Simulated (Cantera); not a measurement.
A perfectly stirred reactor is fed with CH4 : C2H6 : C3H8 : O2 : N2 = 1 : 0.072 : 0.15 : 3 : 11.3 (molar parts), at 100000 Pa; it is adiabatic with a 600 K inlet, and is followed from long to short residence time, starting on the burning branch (τ in s: 0.065, 0.035, 0.018, 0.0099, 0.0053, 0.0028, 0.0015, 0.0008, 0.00043, 0.00023, 0.00012, 6.6e-05, 3.5e-05).

Detailed kinetics in Cantera: GRI-Mech 3.0 (53 species, 325 reactions). GRI-Mech 3.0 was tuned for natural gas; its chemistry of propane as a main component is partial and can be far from experiment.

Problem. What does this change do: pressure from 100000 Pa to 27000 Pa?

Solution. 
| quantity | before | after |
|---|---|---|
| blow-out, bracketed by the residence times tried | burning at 66.0 µs, out at 35.0 µs | burning at 0.230 ms, out at 0.120 ms |
| x(CH4) at τ = 65.0 ms | 1.95e-6 | 4.08e-6 |
| x(C2H6) at τ = 65.0 ms | 1.55e-8 | 4.53e-8 |
| x(C3H8) at τ = 65.0 ms | 3.88e-8 | 9.69e-8 |
| x(NO) at τ = 65.0 ms | 0.00224 | 0.00136 |
| x(O) at τ = 65.0 ms | 0.000836 | 0.00195 |
| x(CH4) at τ = 1.50 ms | 3.85e-5 | 9.19e-5 |
| x(C2H6) at τ = 1.50 ms | 5.92e-7 | 1.66e-6 |
| x(C3H8) at τ = 1.50 ms | 1.08e-6 | 2.67e-6 |
| x(NO) at τ = 1.50 ms | 0.000318 | 8.85e-5 |
| x(O) at τ = 1.50 ms | 0.00284 | 0.00613 |
